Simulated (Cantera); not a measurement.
**Ignition delay**

Mixture: 1.94 % C₃H₈, 20.5 % O₂, 77.5 % N₂, equivalence ratio 0.47, at 1.38 atm, adiabatic and at constant pressure. Ignition delay is the time to a rise of 400 K.

Detailed kinetics in Cantera: GRI-Mech 3.0 (53 species, 325 reactions). GRI-Mech 3.0 was tuned for natural gas; its chemistry of propane as a main component is partial and can be far from experiment.

```csv
T0 (K),delay (ms)
1123,24.6
1223,3.04
1323,0.525
1423,0.134
1523,0.0493
1623,0.0240
1723,0.0143
```

The apparent activation energy between 1523 and 1723 K comes out as 140 kJ/mol.
